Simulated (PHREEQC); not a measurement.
A solution holds 0.0074 mol NH3, 0.011 mol NaAlO2 and 0.00049 mol K2CO3 per kg of water, at 25 °C. Closed to the air; pH follows from the charge balance.

Computed with PHREEQC (ion-association model, phreeqc.dat).

The pH is 10.61 and the ionic strength is 0.0126 mol/kgw. The total alkalinity is 52.4 meq/kg.

```
species   molality  activity   log γ
--------  --------  --------  ------
Al(OH)4-    0.0110   0.00982  -0.049
Na+         0.0110   0.00979  -0.049
NH3        0.00706   0.00708   0.001
K+        0.000980  0.000872  -0.051
OH-       0.000465  0.000414  -0.051
NH4+      0.000343  0.000304  -0.052
CO3-2     0.000325  0.000209  -0.191
HCO3-     0.000122  0.000109  -0.048
NaCO3-     4.28e-5   3.82e-5  -0.050
NaHCO3     5.99e-7   6.01e-7   0.001
Al(OH)3    1.27e-7   1.27e-7   0.001
CO2        5.98e-9   6.00e-9   0.001
```

Precipitation was switched off in this run. The solution is supersaturated, for example in Gibbsite (slow to form), so a real one may precipitate; this is no full list.
